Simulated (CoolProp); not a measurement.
Computed with CoolProp (reference Helmholtz-energy equation of state, Lemmon 2006). It is a short technical equation, of lower accuracy than the large ones.

Problem. For carbonyl sulfide, give the phase and the Z, Joule-Thomson coefficient (K/MPa), isothermal compressibility (1/MPa), expansivity (1/kK) at 428.4 K and 2.12 MPa.

Solution. 
- 428.4 K and 2.12 MPa: gas; Z 0.920, Joule-Thomson coefficient 8.99, isothermal compressibility 0.515, expansivity 3.03
